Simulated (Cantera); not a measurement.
Charge: 1 mol Si2Cl6, 33 mol N2, 1 mol H2, at 1350 K.

Equilibrium computed with Cantera from the NASA thermochemical tables; the gas is ideal and each condensed phase is pure. Candidate condensed phases: NH4Cl, Si, Si3N4; 28 gas species. The feed counts by its element totals alone. N2 is the only nitrogen source here; it is nearly inert below about 1500 K, so the nitride shown seldom forms there in practice. The numbers say what is thermodynamically allowed, not how fast it happens.

Q: Which condensed phases are stable at each of these points (P (Pa)): 5, 26, 140, 710, 3700, 19000, 100000?

A: 
```json
[
 {"P (Pa)": "5", "condensed phases": "gas only", "Si condensed (%)": "0.0"},
 {"P (Pa)": "26", "condensed phases": "gas only", "Si condensed (%)": "0.0"},
 {"P (Pa)": "140", "condensed phases": "Si3N4(s)", "Si condensed (%)": "17.6"},
 {"P (Pa)": "710", "condensed phases": "Si3N4(s)", "Si condensed (%)": "34.9"},
 {"P (Pa)": "3700", "condensed phases": "Si3N4(s)", "Si condensed (%)": "42.6"},
 {"P (Pa)": "19000", "condensed phases": "Si3N4(s)", "Si condensed (%)": "44.9"},
 {"P (Pa)": "100000", "condensed phases": "Si3N4(s)", "Si condensed (%)": "45.2"}
]
```

From 5.00 Pa to 26.0 Pa nothing is condensed. From 1.40 mbar to 1.00 bar the condensed part is Si3N4(s).
